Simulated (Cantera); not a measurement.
A Cantera script and what it prints.

```python
import numpy as np
import cantera as ct

gas_names = """
    C CH CH2 CH3 CH4 C2 C2H C2H2,acetylene C2H2,vinylidene C2H3,vinyl C2H4 C2H5 C2H6 C3 C3H3,propargyl
    C3H4,allene C3H4,propyne C3H4,cyclo- C3H5,allyl C3H6,propylene C3H6,cyclo- C3H7,n-propyl
    C3H7,i-propyl C3H8 C4 C4H2 C4H4,1,3-cyclo- C4H6,butadiene C4H6,2-butyne C4H6,cyclo- C4H8,1-butene
    C4H8,cis2-buten C4H8,tr2-butene C4H8,isobutene C4H8,cyclo- C4H9,n-butyl C4H9,i-butyl C4H9,s-butyl
    C4H9,t-butyl C4H10,isobutane C4H10,n-butane C5 C5H6,1,3cyclo- C5H8,cyclo- C5H10,1-pentene
    C5H10,cyclo- C5H11,pentyl C5H11,t-pentyl C5H12,n-pentane C5H12,i-pentane CH3C(CH3)2CH3 C6H2
    C6H5,phenyl C6H6 C6H10,cyclo- C6H12,1-hexene C6H12,cyclo- C6H13,n-hexyl C7H7,benzyl C7H8
    C7H14,1-heptene C7H15,n-heptyl C7H16,n-heptane C8H8,styrene C8H10,ethylbenz C8H16,1-octene
    C8H17,n-octyl C8H18,isooctane C8H18,n-octane C9H19,n-nonyl C10H8,naphthale C10H21,n-decyl
    C12H9,o-bipheny C12H10,bipheny H H2 Ti
""".split()
cond_names = """
    C(gr) C6H6(L) C7H8(L) C8H18(L),n-octa Ti(a) Ti(b) Ti(L) TiC(s) TiC(L)
""".split()


def load(file, names, dense=False):
    # The tables refer to 1 bar. Condensed volumes are neglected.
    table = {s.name: s for s in ct.Species.list_from_file(file)}
    out = []
    for n in names:
        d = dict(table[n].input_data)
        d["thermo"] = dict(d["thermo"], **{"reference-pressure": 1e5})
        if dense:
            d["equation-of-state"] = {"model": "constant-volume", "density": "1e6 g/cm^3"}
        out.append(ct.Species.from_dict(d))
    return out


gas = ct.Solution(thermo="ideal-gas", species=load("nasa_gas.yaml", gas_names))
cond = {s.name: ct.Solution(thermo="fixed-stoichiometry", species=[s], name=s.name)
        for s in load("nasa_condensed.yaml", cond_names, dense=True)}
atoms = {
    'TiC': {'Ti': 1, 'C': 1},
    'H2': {'H': 2},
}
top_T = {'C(gr)': 4500}  # K; cautious upper limits of use, not melting points


def equilibrate(T, P, feed):
    n = {}
    for name, mol in feed.items():
        for a, k in atoms[name].items():
            n[a] = n.get(a, 0.0) + k * mol
    gas.TPX = T, P, n
    mass = sum(n.values()) * gas.mean_molecular_weight
    gas.equilibrate("TP")
    valid = [c for c in cond.values() if c.min_temp <= T <= top_T.get(c.name, c.max_temp)]
    mix = ct.Mixture([(gas, mass / gas.mean_molecular_weight)] + [(c, 0.0) for c in valid])
    mix.T, mix.P = T, P
    mix.equilibrate("TP", solver="vcs", rtol=1e-11, max_steps=5000)
    return mix


results = []
feed = {'TiC': 1, 'H2': 0.13}  # mol
P = 133.322  # Pa
for T in [2773, 2798, 2823, 2848, 2873, 2898, 2923, 2948, 2973]:
    mix = equilibrate(T, P, feed)
    results.append((T, P, feed, dict(zip(mix.species_names, mix.species_moles))))
    x = sorted(zip(gas.X, gas.species_names), reverse=True)
    print(f"T = {T:g} K  P = {P:g} Pa  gas = {mix.phase_moles(0):.4g} mol")
    print("   x: " + "  ".join(f"{s} {v:.3e}" for v, s in x if v > 0.001))
    print("   condensed (mol): " + ("  ".join(f"{mix.phase(i).name} {mix.phase_moles(i):.4g}"
          for i in range(1, mix.n_phases) if mix.phase_moles(i) > 1e-12) or "none"))
```

Result:

```
T = 2773 K  P = 133.322 Pa  gas = 0.2342 mol
   x: H 7.968e-01  H2 1.532e-01  Ti 3.490e-02  C3 7.145e-03  C 2.751e-03  C2H2,acetylene 2.624e-03  C2H 1.646e-03
   condensed (mol): TiC(s) 0.9918
T = 2798 K  P = 133.322 Pa  gas = 0.2421 mol
   x: H 8.053e-01  H2 1.310e-01  Ti 4.461e-02  C3 9.776e-03  C 3.630e-03  C2H2,acetylene 2.446e-03  C2H 1.892e-03  C2 1.271e-03
   condensed (mol): TiC(s) 0.9892
T = 2823 K  P = 133.322 Pa  gas = 0.2509 mol
   x: H 8.081e-01  H2 1.108e-01  Ti 5.697e-02  C3 1.315e-02  C 4.748e-03  C2H2,acetylene 2.234e-03  C2H 2.137e-03  C2 1.723e-03
   condensed (mol): TiC(s) 0.9857
T = 2848 K  P = 133.322 Pa  gas = 0.2611 mol
   x: H 8.044e-01  H2 9.244e-02  Ti 7.264e-02  C3 1.744e-02  C 6.163e-03  C2H 2.376e-03  C2 2.310e-03  C2H2,acetylene 2.000e-03
   condensed (mol): TiC(s) 0.981
T = 2873 K  P = 133.322 Pa  gas = 0.2733 mol
   x: H 7.931e-01  Ti 9.243e-02  H2 7.592e-02  C3 2.287e-02  C 7.945e-03  C2 3.068e-03  C2H 2.599e-03  C2H2,acetylene 1.752e-03
   condensed (mol): TiC(s) 0.9747
T = 2898 K  P = 133.322 Pa  gas = 0.2885 mol
   x: H 7.730e-01  Ti 1.173e-01  H2 6.110e-02  C3 2.969e-02  C 1.018e-02  C2 4.040e-03  C2H 2.797e-03  C2H2,acetylene 1.497e-03
   condensed (mol): TiC(s) 0.9662
T = 2923 K  P = 133.322 Pa  gas = 0.3081 mol
   x: H 7.426e-01  Ti 1.484e-01  H2 4.790e-02  C3 3.822e-02  C 1.297e-02  C2 5.281e-03  C2H 2.953e-03  C2H2,acetylene 1.242e-03
   condensed (mol): TiC(s) 0.9543
T = 2948 K  P = 133.322 Pa  gas = 0.3345 mol
   x: H 6.998e-01  Ti 1.872e-01  C3 4.884e-02  H2 3.624e-02  C 1.645e-02  C2 6.859e-03  C2H 3.048e-03
   condensed (mol): TiC(s) 0.9374
T = 2973 K  P = 133.322 Pa  gas = 0.3719 mol
   x: H 6.423e-01  Ti 2.354e-01  C3 6.202e-02  H2 2.608e-02  C 2.076e-02  C2 8.855e-03  C2H 3.056e-03
   condensed (mol): TiC(s) 0.9125
```

Method: chemical equilibrium by Gibbs-energy minimisation in Cantera with the NASA 1993 tables (ideal gas, pure condensed phases). TiC: taken at fixed stoichiometry.
